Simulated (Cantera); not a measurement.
Input (Python, Cantera) and output of one run.

```python
import numpy as np
import cantera as ct

gas_names = """
    H HNO HNO2 HNO3 HO2 H2 H2O H2O2 N NH NH2 NH3 NH2OH NO NO2 NO3 N2 N2H2 N2H4 N2O O OH O2 O3 Si SiH
    SiH2 SiH3 SiH4 SiN SiO SiO2 Si2 Si2N Si3
""".split()
cond_names = """
    H2O(s) H2O(L) Si(cr) Si(L) SiO2(Lqz) SiO2(hqz) SiO2(L) Si2N2O(s) Si3N4(a)
""".split()


# ... load() reads the species with a 1 bar reference pressure and builds the phases ...
atoms = {
    'SiO2': {'Si': 1, 'O': 2},
    'H2': {'H': 2},
    'N2': {'N': 2},
}
top_T = {'Si2N2O(s)': 2100, 'Si3N4(a)': 2400}  # K; cautious upper limits of use, not melting points


# ... equilibrate(T, P, feed) seeds the gas with the atoms and calls Mixture.equilibrate('TP', solver="vcs", rtol=1e-11, max_steps=5000) ...
results = []
feed = {'SiO2': 1, 'H2': 70, 'N2': 0.64}  # mol
T = 1698.15  # K
P = 10000  # Pa
mix = equilibrate(T, P, feed)
results.append((T, P, feed, dict(zip(mix.species_names, mix.species_moles))))
x = sorted(zip(gas.X, gas.species_names), reverse=True)
print(f"T = {T:g} K  P = {P:g} Pa  gas = {mix.phase_moles(0):.4g} mol")
print("   x: " + "  ".join(f"{s} {v:.3e}" for v, s in x if v > 0.0001))
print("   condensed (mol): " + ("  ".join(f"{mix.phase(i).name} {mix.phase_moles(i):.4g}"
      for i in range(1, mix.n_phases) if mix.phase_moles(i) > 1e-12) or "none"))
```

Result:

```
T = 1698.15 K  P = 10000 Pa  gas = 70.77 mol
   x: H2 9.873e-01  N2 9.043e-03  SiO 1.618e-03  H2O 1.618e-03  H 4.550e-04
   condensed (mol): SiO2(L) 0.8855
```

Cantera equilibrium calculation (NASA polynomials, part measured and part estimated; ideal gas, pure solids and liquids). The tables hold silica as quartz up to 1696 K and as liquid above; real silica turns to tridymite and cristobalite and melts near 1996 K.
